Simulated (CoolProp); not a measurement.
Properties of methane along the isotherm 2.85 °C.

Computed with CoolProp (reference Helmholtz-energy equation of state, Setzmann 1991).

| p (kPa) | phase | cp (kJ/(kg K)) | cv (kJ/(kg K)) | speed of sound (m/s) | conductivity (mW/(m K)) | fugacity coefficient |
|---|---|---|---|---|---|---|
| 884 | gas | 2.244 | 1.672 | 429.3 | 31.7 | 0.9801 |
| 1770 | gas | 2.315 | 1.684 | 425.7 | 32.4 | 0.9606 |
| 2650 | gas | 2.393 | 1.696 | 422.5 | 33.2 | 0.9416 |
| 3540 | gas | 2.480 | 1.708 | 419.6 | 34.1 | 0.9228 |
| 4420 | gas | 2.573 | 1.720 | 417.2 | 35.0 | 0.9047 |
| 5310 | supercritical | 2.676 | 1.733 | 415.4 | 36.1 | 0.8869 |
| 6190 | supercritical | 2.785 | 1.745 | 414.3 | 37.3 | 0.8697 |
| 7080 | supercritical | 2.903 | 1.757 | 414.0 | 38.6 | 0.8528 |
| 7960 | supercritical | 3.024 | 1.768 | 414.6 | 40.1 | 0.8366 |
| 8840 | supercritical | 3.149 | 1.779 | 416.3 | 41.7 | 0.8210 |
| 9730 | supercritical | 3.275 | 1.790 | 419.1 | 43.5 | 0.8058 |
| 10600 | supercritical | 3.395 | 1.799 | 423.1 | 45.3 | 0.7916 |
| 11500 | supercritical | 3.512 | 1.807 | 428.6 | 47.3 | 0.7775 |

Thermal conductivity comes from a separate model (Friend 1989).
